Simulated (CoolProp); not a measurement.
Vapour-liquid equilibrium of dimethyl ether (1) + isobutane (2) at 249.5 K; x and y are mole fractions of (1).

The numbers come from the multi-fluid Helmholtz-energy mixture model, Wu 2011 and Bücker 2006; pair parameters Bell 2016 in CoolProp.

Problem. Give the bubble pressure and the first vapour's composition at x = 0.05, 0.15, 0.35. Is there an azeotrope?

Solution. x = 0.05: 0.06826 MPa, y = 0.133; x = 0.15: 0.07858 MPa, y = 0.315; x = 0.35: 0.09269 MPa, y = 0.526. y crosses x between x = 0.85 and 0.95: the model has an azeotrope there.

Pair parameters are fitted to limited data, so mixtures are less certain than the pure fluids.
